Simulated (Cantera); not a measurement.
## Silicon epitaxy and polysilicon growth: SiCl₄ + Cl₂ + H₂

A closed system holds: 1 mol SiCl₄, 0.51 mol Cl₂, 22 mol H₂, equilibrated at 1.00 bar.

Method: chemical equilibrium by Gibbs-energy minimisation in Cantera with the NASA 1993 tables (ideal gas, pure condensed phases). Candidate condensed phases: Si; 19 gas species. The tables' values for SiCl₃ are old estimates; treat these amounts as uncertain. The numbers say what is thermodynamically allowed, not how fast it happens.

```json
[
 {"T (K)": "1000", "log p H₂": "-0.04", "log p HCl": "-1.31", "log p SiCl₄": "-1.43", "log p SiCl₂": "-5.28", "log p SiHCl₃": "-2.31", "log p SiCl₃": "-4.05", "log p SiH₂Cl₂": "-4.15"},
 {"T (K)": "1050", "log p H₂": "-0.04", "log p HCl": "-1.30", "log p SiCl₄": "-1.45", "log p SiCl₂": "-4.60", "log p SiHCl₃": "-2.18", "log p SiCl₃": "-3.65", "log p SiH₂Cl₂": "-3.85"},
 {"T (K)": "1100", "log p H₂": "-0.04", "log p HCl": "-1.28", "log p SiCl₄": "-1.48", "log p SiCl₂": "-3.99", "log p SiHCl₃": "-2.08", "log p SiCl₃": "-3.31", "log p SiH₂Cl₂": "-3.60"},
 {"T (K)": "1150", "log p H₂": "-0.04", "log p HCl": "-1.25", "log p SiCl₄": "-1.51", "log p SiCl₂": "-3.46", "log p SiHCl₃": "-2.00", "log p SiCl₃": "-3.01", "log p SiH₂Cl₂": "-3.38"},
 {"T (K)": "1200", "log p H₂": "-0.05", "log p HCl": "-1.22", "log p SiCl₄": "-1.56", "log p SiCl₂": "-3.01", "log p SiHCl₃": "-1.94", "log p SiCl₃": "-2.75", "log p SiH₂Cl₂": "-3.22"},
 {"T (K)": "1250", "log p H₂": "-0.05", "log p HCl": "-1.19", "log p SiCl₄": "-1.61", "log p SiCl₂": "-2.62", "log p SiHCl₃": "-1.92", "log p SiCl₃": "-2.54", "log p SiH₂Cl₂": "-3.10"},
 {"T (K)": "1300", "log p H₂": "-0.05", "log p HCl": "-1.15", "log p SiCl₄": "-1.69", "log p SiCl₂": "-2.30", "log p SiHCl₃": "-1.93", "log p SiCl₃": "-2.38", "log p SiH₂Cl₂": "-3.03"},
 {"T (K)": "1350", "log p H₂": "-0.06", "log p HCl": "-1.11", "log p SiCl₄": "-1.79", "log p SiCl₂": "-2.06", "log p SiHCl₃": "-1.98", "log p SiCl₃": "-2.27", "log p SiH₂Cl₂": "-3.01"},
 {"T (K)": "1400", "log p H₂": "-0.06", "log p HCl": "-1.06", "log p SiCl₄": "-1.91", "log p SiCl₂": "-1.87", "log p SiHCl₃": "-2.06", "log p SiCl₃": "-2.20", "log p SiH₂Cl₂": "-3.03"},
 {"T (K)": "1450", "log p H₂": "-0.06", "log p HCl": "-1.02", "log p SiCl₄": "-2.06", "log p SiCl₂": "-1.73", "log p SiHCl₃": "-2.17", "log p SiCl₃": "-2.18", "log p SiH₂Cl₂": "-3.09"},
 {"T (K)": "1500", "log p H₂": "-0.07", "log p HCl": "-0.99", "log p SiCl₄": "-2.25", "log p SiCl₂": "-1.63", "log p SiHCl₃": "-2.31", "log p SiCl₃": "-2.19", "log p SiH₂Cl₂": "-3.17"},
 {"T (K)": "1550", "log p H₂": "-0.07", "log p HCl": "-0.97", "log p SiCl₄": "-2.45", "log p SiCl₂": "-1.56", "log p SiHCl₃": "-2.47", "log p SiCl₃": "-2.23", "log p SiH₂Cl₂": "-3.27"}
]
```
log p: log10 of the partial pressure in bar; nothing condenses.

From 1000 K to 1550 K nothing is condensed. The main Si-bearing gas is SiCl₄ at 1000 K and SiCl₂ at 1550 K.
